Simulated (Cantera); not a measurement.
Cantera run, input and output.

```python
import numpy as np
import cantera as ct

gas = ct.Solution("gri30.yaml")
gas.TPX = 1373, 15000, {'N2O': 1, 'H2O': 0.017}
inlet = ct.Reservoir(gas, clone=True)

reactor = ct.IdealGasConstPressureReactor(gas, energy="off", clone=False)
exhaust = ct.Reservoir(gas, clone=True)
tau = [2.6, 0.52, 0.1, 0.021, 0.0042, 0.00085, 0.00017][0]
for a, b in ((inlet, reactor), (reactor, exhaust)):
    ct.MassFlowController(a, b, mdot=lambda t: reactor.mass / tau)
net = ct.ReactorNet([reactor])
show = ['N2O', 'H2O', 'NO', 'HO2', 'O', 'H2']

rows = []
print(f"{'tau/s':>10s}{'T/K':>9s}" + "".join(f"{s:>11s}" for s in show))
for tau in [2.6, 0.52, 0.1, 0.021, 0.0042, 0.00085, 0.00017]:
    net.initial_time = 0.0
    net.advance(30 * tau)
    before = gas.X
    net.advance(40 * tau)
    drift = np.max(np.abs(gas.X - before) / (gas.X + 1e-9))
    rows.append([gas.T, *gas[show].X, drift])
    print(f"{tau:10.3e}{gas.T:9.1f}" + "".join(f"{x:11.3e}" for x in gas[show].X))
```

Output:

```
     tau/s      T/K        N2O        H2O         NO        HO2          O         H2
 2.600e+00   1373.0  1.386e-01  1.195e-02  8.306e-02  8.947e-08  1.468e-05  1.967e-07
 5.200e-01   1373.0  4.271e-01  1.357e-02  5.887e-02  3.188e-07  1.694e-05  1.683e-07
 1.000e-01   1373.0  7.821e-01  1.556e-02  2.159e-02  1.372e-06  1.794e-05  1.524e-07
 2.100e-02   1373.0  9.324e-01  1.640e-02  5.434e-03  4.060e-06  1.867e-05  1.789e-07
 4.200e-03   1373.0  9.727e-01  1.663e-02  1.160e-03  7.712e-06  1.918e-05  1.853e-07
 8.500e-04   1373.0  9.811e-01  1.669e-02  2.456e-04  6.544e-06  1.900e-05  6.681e-08
 1.700e-04   1373.0  9.829e-01  1.671e-02  4.552e-05  9.228e-07  1.731e-05  3.455e-09
```

Cantera simulation using GRI-Mech 3.0 (53 species, 325 reactions); the numbers are that mechanism's predictions, not measurements. GRI-Mech 3.0 was tuned for natural gas; its chemistry of N2O as a main component is partial and can be far from experiment. The mechanism lacks the step 2 NO + O2 → 2 NO2, which can matter for NO2 below about 1400 K. The temperature is held fixed by assumption; the heat of reaction is taken as removed at once.
